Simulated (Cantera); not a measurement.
Charge: 1 mol BN, 8.3 mol HCl, 8.8 mol H2, equilibrated at 1002 °C and 0.133 bar.

Method: chemical equilibrium by Gibbs-energy minimisation in Cantera with the NASA 1993 tables (ideal gas, pure condensed phases). Candidate condensed phases: B, BN, NH4Cl; 21 gas species. Gases not in the tables: BHCl2. Equilibrium is a limit: real reactors are often held back by kinetics, nucleation or transport.

Base state: H2 0.516, HCl 0.483, BCl3 0.000668, N2 0.000334 (mole fractions); condensed: BN(s).

Task: What changes in the equilibrium state with this change: HCl from 8.3 to 23 mol?

Result: 
```tsv
species	before	after
HCl	0.483	0.715
H2	0.516	0.281
BCl3	0.000668	0.00269
N2	0.000334	0.00134
BN(s), mol	0.989	0.915
```
